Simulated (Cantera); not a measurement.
What does this Cantera script print?

```python
import numpy as np
import cantera as ct

gas = ct.Solution("gri30.yaml")
gas.TPX = 1225, 760000, {'CH2O': 0.024, 'O2': 0.013, 'N2': 1}
reactor = ct.IdealGasConstPressureReactor(gas, energy="off", clone=False)
net = ct.ReactorNet([reactor])
net.rtol, net.atol = 1e-08, 1e-18
show = ['CH2O', 'O2', 'H2', 'NO', 'CH2CO', 'HO2', 'CH3']
times = np.geomspace(0.0002, 4, 15)

steps = ct.SolutionArray(gas, extra=["t"])
rows = []
print(f"{'t/s':>10s}{'T/K':>9s}{'P/Pa':>11s}" + "".join(f"{s:>11s}" for s in show))
for t in times:
    while net.time < t:
        t_next = net.step()
        steps.append(gas.state, t=t_next)
    rows.append([np.interp(t, steps.t, y) for y in (steps.T, steps.P, *steps(*show).X.T)])
    print(f"{t:10.3e}{rows[-1][0]:9.1f}{rows[-1][1]:11.4g}" + "".join(f"{x:11.3e}" for x in rows[-1][2:]))
rate = np.gradient(steps.T, steps.t)
print("integrator steps:", len(steps.t))
if steps.T.max() > steps.T[0] + 200:
    print(f"time of steepest temperature rise: {steps.t[rate.argmax()]:.4e} s")
gas.TPX = 1225, 760000, {'CH2O': 0.024, 'O2': 0.013, 'N2': 1}
gas.equilibrate("TP")
print(f"equilibrium (TP): T = {gas.T:.1f} K  " + "  ".join(f"{s} {gas[s].X[0]:.3e}" for s in show))
```

Output:

```
       t/s      T/K       P/Pa       CH2O         O2         H2         NO      CH2CO        HO2        CH3
 2.000e-04   1225.0    7.6e+05  1.258e-03  6.368e-03  1.048e-02  7.024e-11  2.440e-08  1.041e-04  1.341e-08
 4.057e-04   1225.0    7.6e+05  2.437e-08  7.758e-04  3.609e-03  2.282e-07  6.590e-11  2.848e-06  1.501e-09
 8.231e-04   1225.0    7.6e+05  8.490e-09  4.727e-05  3.741e-03  2.756e-07  5.837e-11  1.759e-07  1.012e-09
 1.670e-03   1225.0    7.6e+05  3.191e-09  7.890e-06  4.210e-03  2.720e-07  6.218e-11  2.848e-08  8.977e-10
 3.388e-03   1225.0    7.6e+05  1.494e-09  1.947e-06  4.544e-03  2.579e-07  6.063e-11  6.601e-09  7.698e-10
 6.872e-03   1225.0    7.6e+05  8.349e-10  5.629e-07  4.809e-03  2.298e-07  5.235e-11  1.698e-09  6.006e-10
 1.394e-02   1225.0    7.6e+05  5.526e-10  1.744e-07  5.034e-03  1.888e-07  3.860e-11  4.289e-10  4.108e-10
 2.828e-02   1225.0    7.6e+05  4.267e-10  5.540e-08  5.232e-03  1.425e-07  2.422e-11  9.896e-11  2.463e-10
 5.738e-02   1225.0    7.6e+05  3.705e-10  1.759e-08  5.413e-03  1.004e-07  1.342e-11  2.026e-11  1.341e-10
 1.164e-01   1225.0    7.6e+05  3.465e-10  5.513e-09  5.580e-03  6.756e-08  6.902e-12  3.714e-12  6.907e-11
 2.362e-01   1225.0    7.6e+05  3.375e-10  1.695e-09  5.737e-03  4.412e-08  3.422e-12  6.269e-13  3.468e-11
 4.791e-01   1225.0    7.6e+05  3.354e-10  5.088e-10  5.887e-03  2.820e-08  1.674e-12  9.979e-14  1.725e-11
 9.719e-01   1225.0    7.6e+05  3.366e-10  1.479e-10  6.031e-03  1.768e-08  8.218e-13  1.519e-14  8.606e-12
 1.972e+00   1225.0    7.6e+05  3.393e-10  4.067e-11  6.173e-03  1.081e-08  4.144e-13  2.229e-15  4.408e-12
 4.000e+00   1225.0    7.6e+05  3.428e-10  9.646e-12  6.320e-03  6.214e-09  2.307e-13  3.124e-16  2.504e-12
integrator steps: 2577
equilibrium (TP): T = 1225.0 K  CH2O 4.005e-10  O2 1.227e-16  H2 9.407e-03  NO 6.305e-12  CH2CO 1.624e-14  HO2 4.035e-20  CH3 2.343e-13
```

Model: GRI-Mech 3.0 (53 species, 325 reactions), integrated in Cantera.
